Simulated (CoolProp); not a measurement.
Model: reference Helmholtz-energy equation of state, Thol 2022, in CoolProp.

Problem. Give the vapour pressure (bar), liquid cp (kJ/(kg K)), vapour Z of saturated vinyl chloride at 287.4, 336.9, 361.6 K.

Solution. 
| T (K) | p (bar) | liquid cp (kJ/(kg K)) | vapour Z |
|---|---|---|---|
| 287.4 | 2.83 | 1.51 | 0.940 |
| 336.9 | 10.9 | 1.65 | 0.845 |
| 361.6 | 18.5 | 1.80 | 0.773 |
